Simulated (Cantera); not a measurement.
An adiabatic, constant-volume homogeneous reactor starts with 2.14 % C3H8, 20.5 % O2, 77.3 % N2, at 1723 K and 21000 Pa.

Detailed kinetics in Cantera: GRI-Mech 3.0 (53 species, 325 reactions). GRI-Mech 3.0 was tuned for natural gas; its chemistry of propane as a main component is partial and can be far from experiment.

Question: Predict: time of steepest temperature rise; temperature at 0.200 s; equilibrium temperature; x(O2) at 0.200 s; x(CO) at 0.200 s; x(O) at 0.200 s; x(HO2) at 0.200 s.

Answer: 
* **time of steepest temperature rise**: 57.5 µs
* **temperature at 0.200 s**: 2626 K
* **equilibrium temperature**: 2626 K
* **x(O2) at 0.200 s**: 0.0863 (gas-phase equilibrium 0.0863)
* **x(CO) at 0.200 s**: 0.0178 (gas-phase equilibrium 0.0178)
* **x(O) at 0.200 s**: 0.0134 (gas-phase equilibrium 0.0134)
* **x(HO2) at 0.200 s**: 6.19e-6 (gas-phase equilibrium 6.19e-6)
